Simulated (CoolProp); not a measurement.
A simple Rankine cycle with isobutane: condensing at 331.15 K, boiler at 2.05 MPa, turbine inlet 525 K, turbine efficiency 0.6, pump efficiency 0.7, no recuperator. Each further row changes one setting.

Values from CoolProp's reference Helmholtz-energy equation of state, Bücker 2006.

```json
[
 {"case": "as stated", "thermal efficiency (%)": "…", "net work (kJ/kg)": "…", "heat in (kJ/kg)": "727", "turbine exit temperature (K)": "505.8", "volume ratio over the turbine": "…"},
 {"case": "turbine inlet 545 K", "thermal efficiency (%)": "4.5", "net work (kJ/kg)": "35.6", "heat in (kJ/kg)": "783", "turbine exit temperature (K)": "…", "volume ratio over the turbine": "2.48"},
 {"case": "condensing temperature 323.15 K", "thermal efficiency (%)": "…", "net work (kJ/kg)": "41.3", "heat in (kJ/kg)": "748", "turbine exit temperature (K)": "502.1", "volume ratio over the turbine": "3.02"},
 {"case": "boiler pressure 1.43 MPa", "thermal efficiency (%)": "2.9", "net work (kJ/kg)": "21.3", "heat in (kJ/kg)": "…", "turbine exit temperature (K)": "…", "volume ratio over the turbine": "1.73"},
 {"case": "turbine efficiency 0.5", "thermal efficiency (%)": "3.8", "net work (kJ/kg)": "27.6", "heat in (kJ/kg)": "727", "turbine exit temperature (K)": "…", "volume ratio over the turbine": "2.51"}
]
```

### Question
Fill in the missing entries.

### Answer

- as stated, thermal efficiency (%): 4.7
- as stated, net work (kJ/kg): 33.8
- as stated, volume ratio over the turbine: 2.50
- turbine inlet 545 K, turbine exit temperature (K): 526.1
- condensing temperature 323.15 K, thermal efficiency (%): 5.5
- boiler pressure 1.43 MPa, heat in (kJ/kg): 736
- boiler pressure 1.43 MPa, turbine exit temperature (K): 513.9
- turbine efficiency 0.5, turbine exit temperature (K): 508.1
